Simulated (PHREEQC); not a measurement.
Make-up at 25 °C: 0.28 mol H2SO4 per kg of water. It is in equilibrium with CO2 at log p = 0 (atm). Otherwise closed; pH follows from the charge balance.

Computed with PHREEQC (ion-association model, phreeqc.dat).

Q: The ionic strength comes out as 0.344 mol/kgw. What activity coefficients do HSO4-, H+, SO4-2 get?

A: HSO4- 0.73, H+ 0.78, SO4-2 0.24.

No solid was allowed to form.
